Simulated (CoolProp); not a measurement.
The fluid at 576.97 K and 10.7 MPa flows at 22 m/s in a round tube of 1 mm bore and 45 µm roughness, fully developed (64/Re and Nu = 3.66 if laminar; Colebrook and Gnielinski if turbulent). The same conditions are run with several fluids, on thermodynamics alone (safety and materials aside).

The numbers come from the reference Helmholtz-energy equation of state of each fluid (carbon dioxide: Span 1996; oxygen: Schmidt 1985; n-heptane: Span 2003; propane: Lemmon 2009; methane: Setzmann 1991) in CoolProp.

Question: Rank carbon dioxide, oxygen, n-heptane, propane, methane by Reynolds number, highest first.

Answer: n-heptane (142000), propane (126000), carbon dioxide (77600), oxygen (43200), methane (38400)

```csv
fluid,Darcy friction factor,pressure drop (Pa/m),heat-transfer coefficient (W/(m² K)),mass flow (kg/h)
carbon dioxide,0.0685,1670000,26700,6.28
oxygen,0.0687,1150000,16600,4.32
n-heptane,0.0683,6990000,122000,26.3
propane,0.0684,1880000,73000,7.09
methane,0.0688,583000,26700,2.18
```

Above 300 K oxygen's equation is extrapolated.

Transport values come from each fluid's own correlations.
